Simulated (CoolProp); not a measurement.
Nitrous oxide along the isotherm 218.8 K: fugacity coefficient from the reference equation and from simpler models built on Tc = 309.5 K, pc = 7245 kPa, ω = 0.161; each cubic takes its own stable root.

Computed with CoolProp (reference Helmholtz-energy equation of state, Lemmon 2006). It is a short technical equation, of lower accuracy than the large ones.

```json
[
 {"p (kPa)": "34.4", "phase": "gas", "reference": "0.9952", "van der Waals": "0.9968", "Soave-Redlich-Kwong": "0.9955", "Peng-Robinson": "0.9953"},
 {"p (kPa)": "55.5", "phase": "gas", "reference": "0.9922", "van der Waals": "0.9949", "Soave-Redlich-Kwong": "0.9928", "Peng-Robinson": "0.9924"},
 {"p (kPa)": "89.7", "phase": "gas", "reference": "0.9874", "van der Waals": "0.9917", "Soave-Redlich-Kwong": "0.9883", "Peng-Robinson": "0.9877"},
 {"p (kPa)": "145", "phase": "gas", "reference": "0.9796", "van der Waals": "0.9866", "Soave-Redlich-Kwong": "0.9812", "Peng-Robinson": "0.9802"},
 {"p (kPa)": "234", "phase": "gas", "reference": "0.9669", "van der Waals": "0.9785", "Soave-Redlich-Kwong": "0.9696", "Peng-Robinson": "[?]"},
 {"p (kPa)": "378", "phase": "gas", "reference": "0.9464", "van der Waals": "0.9652", "Soave-Redlich-Kwong": "0.9510", "Peng-Robinson": "0.9485"},
 {"p (kPa)": "611", "phase": "liquid", "reference": "[?]", "van der Waals": "0.9438", "Soave-Redlich-Kwong": "[?]", "Peng-Robinson": "0.8254"},
 {"p (kPa)": "987", "phase": "liquid", "reference": "0.5137", "van der Waals": "0.9091", "Soave-Redlich-Kwong": "0.5190", "Peng-Robinson": "0.5149"},
 {"p (kPa)": "1600", "phase": "liquid", "reference": "[?]", "van der Waals": "[?]", "Soave-Redlich-Kwong": "0.3247", "Peng-Robinson": "0.3217"},
 {"p (kPa)": "2580", "phase": "liquid", "reference": "0.2034", "van der Waals": "0.5269", "Soave-Redlich-Kwong": "0.2060", "Peng-Robinson": "0.2035"},
 {"p (kPa)": "4160", "phase": "liquid", "reference": "0.1305", "van der Waals": "0.3448", "Soave-Redlich-Kwong": "[?]", "Peng-Robinson": "0.1303"},
 {"p (kPa)": "6730", "phase": "liquid", "reference": "0.08518", "van der Waals": "[?]", "Soave-Redlich-Kwong": "0.08687", "Peng-Robinson": "0.08488"},
 {"p (kPa)": "10900", "phase": "liquid", "reference": "0.05745", "van der Waals": "[?]", "Soave-Redlich-Kwong": "0.05897", "Peng-Robinson": "0.05700"}
]
```

Problem. Fill in the missing entries.

Solution. 
- 234, Peng-Robinson: 0.9680
- 611, reference: 0.8231
- 611, Soave-Redlich-Kwong: 0.8311
- 1600, reference: 0.3211
- 1600, van der Waals: 0.8216
- 4160, Soave-Redlich-Kwong: 0.1325
- 6730, van der Waals: 0.2324
- 10900, van der Waals: 0.1647

At some of these states van der Waals gives the other phase, because its saturation line lies elsewhere.
